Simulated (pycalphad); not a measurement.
CALPHAD calculation (pycalphad, COST 507 light-alloy database (1999)), 1 atm. The data set is of 1999 and partly superseded. Phase fractions are per mole of atoms. Diffusion is slow at the low end, where real alloys seldom reach equilibrium.

Task: Give the equilibrium state of Ti-8.652Hf-4.01B (wt.%) at 650 K.

Result: 
```
T = 650.00 K, P = 101325 Pa, N = 1 mol of atoms
G = -48819 J/mol, H = -18057 J/mol, S = 47.33 J/(mol K)  (SER reference)
chemical potentials (J/mol): Ti -24270, Hf -44705, B -170112
phase             fraction      x(Ti)      x(Hf)       x(B)
HCP_A3              0.6697     0.9679     0.0319   0.000225
BM                  0.3303     0.4992   0.000812     0.5000
```

Task: Give the equilibrium state of Ti-8.652Hf-4.01B (wt.%) at 1500 K.

Result: 
```
T = 1500.00 K, P = 101325 Pa, N = 1 mol of atoms
G = -102112 J/mol, H = 10751 J/mol, S = 75.24 J/(mol K)  (SER reference)
chemical potentials (J/mol): Ti -82629, Hf -148281, B -191916
phase             fraction      x(Ti)      x(Hf)       x(B)
BCC_A2              0.6717     0.9673     0.0309     0.0017
BM                  0.3283     0.4975     0.0025     0.5000
```

Database names, with the compositions (at.%) that they take in these runs: BM: Ti 50 B 50. BCC_A2 is bcc; HCP_A3 is hcp.
